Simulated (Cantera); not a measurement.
Input (Python, Cantera):

```python
import numpy as np
import cantera as ct

gas = ct.Solution("h2o2.yaml")
gas.TPX = 700, 101325, {'H2': 1, 'O2': 0.794, 'N2': 3.25}
flame = ct.FreeFlame(gas, width=0.04)
flame.set_refine_criteria(ratio=3, slope=0.08, curve=0.16)
flame.transport_model = "mixture-averaged"
flame.solve(loglevel=0, auto=True)
z, T = flame.grid, flame.T
thick = (T[-1] - T[0]) / np.gradient(T, z).max()
show = ['H2', 'O2', 'O', 'OH', 'HO2', 'H2O2']
print(f"laminar burning velocity  {flame.velocity[0] * 100:.3f} cm/s")
print(f"burnt temperature         {T[-1]:.1f} K")
print(f"thermal thickness         {thick * 1e3:.4f} mm")
print(f"grid points               {len(z)}")
z0 = z[flame.heat_release_rate.argmax()]
print(f"{'z/mm':>9s}{'T/K':>9s}{'u/(m/s)':>9s}" + "".join(f"{s:>11s}" for s in show))
rows = []
for k in (-3, -2, -1.5, -1, -0.5, -0.25, 0, 0.25, 0.5, 1, 2, 4, 8):
    zz = z0 + k * thick
    rows.append([k * thick, np.interp(zz, z, T), np.interp(zz, z, flame.velocity),
                 *(np.interp(zz, z, flame.X[gas.species_index(s)]) for s in show)])
    print(f"{rows[-1][0] * 1e3:9.3f}{rows[-1][1]:9.1f}{rows[-1][2]:9.3f}" + "".join(f"{x:11.3e}" for x in rows[-1][3:]))
```

It prints:

```
laminar burning velocity  630.651 cm/s
burnt temperature         2130.9 K
thermal thickness         0.4739 mm
grid points               135
     z/mm      T/K  u/(m/s)         H2         O2          O         OH        HO2       H2O2
   -1.422    700.0    6.307  1.983e-01  1.574e-01  1.537e-15  1.132e-16  9.991e-12  6.123e-14
   -0.948    700.0    6.306  1.983e-01  1.574e-01  1.030e-12  8.251e-14  5.986e-10  4.656e-13
   -0.711    700.0    6.306  1.982e-01  1.574e-01  1.073e-10  9.489e-12  3.083e-08  2.492e-11
   -0.474    700.1    6.306  1.980e-01  1.575e-01  2.475e-08  4.967e-09  3.106e-06  6.008e-09
   -0.237    722.5    6.462  1.909e-01  1.578e-01  2.085e-05  7.888e-05  2.158e-04  4.414e-06
   -0.118    885.8    7.760  1.595e-01  1.531e-01  4.988e-04  6.842e-04  1.658e-04  9.331e-06
    0.000   1223.7   10.444  8.499e-02  1.219e-01  5.253e-03  3.510e-03  9.299e-05  6.799e-06
    0.118   1488.0   12.566  3.072e-02  8.308e-02  1.190e-02  8.499e-03  5.371e-05  3.861e-06
    0.237   1627.8   13.666  1.796e-02  7.100e-02  1.314e-02  1.103e-02  3.847e-05  2.149e-06
    0.474   1771.1   14.749  1.378e-02  6.680e-02  1.097e-02  1.260e-02  2.732e-05  1.104e-06
    0.948   1901.5   15.702  1.014e-02  6.485e-02  7.636e-03  1.269e-02  1.801e-05  6.097e-07
    1.895   2005.5   16.441  6.238e-03  6.388e-02  4.481e-03  1.116e-02  1.055e-05  3.721e-07
    3.791   2075.2   16.929  3.132e-03  6.377e-02  2.190e-03  8.515e-03  5.709e-06  2.405e-07
```

Model: the H2/O2 subset of GRI-Mech 3.0, which has no nitrogen chemistry, integrated in Cantera. Burning velocities carry a grid error of a few per cent, more on coarse grids. Lean hydrogen flames are cellular in practice and burn faster than this planar one.
